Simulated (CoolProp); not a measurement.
A simple Rankine cycle with carbonyl sulfide: condensing at 315.15 K, boiler at 4.65 MPa, turbine inlet 510.5 K, turbine efficiency 0.75, pump efficiency 0.8, no recuperator. Each further row changes one setting.

Values from CoolProp's reference Helmholtz-energy equation of state, Lemmon 2006. It is a short technical equation, of lower accuracy than the large ones.

```csv
case,thermal efficiency (%),net work (kJ/kg),heat in (kJ/kg),turbine exit temperature (K),volume ratio over the turbine
as stated,9.6,36.1,376,___,2.21
turbine inlet 530.5 K,9.7,___,395,465.7,2.20
condensing temperature 307.15 K,11.2,43.3,388,435.0,2.60
boiler pressure 3.25 MPa,6.1,23.4,386,472.7,1.60
turbine efficiency 0.65,___,30.8,376,___,___
```

**Question.** Some entries are withheld; supply them.

**Answer.** 
- as stated, turbine exit temperature (K): 446.5
- turbine inlet 530.5 K, net work (kJ/kg): 38.3
- turbine efficiency 0.65, thermal efficiency (%): 8.2
- turbine efficiency 0.65, turbine exit temperature (K): 452.8
- turbine efficiency 0.65, volume ratio over the turbine: 2.25
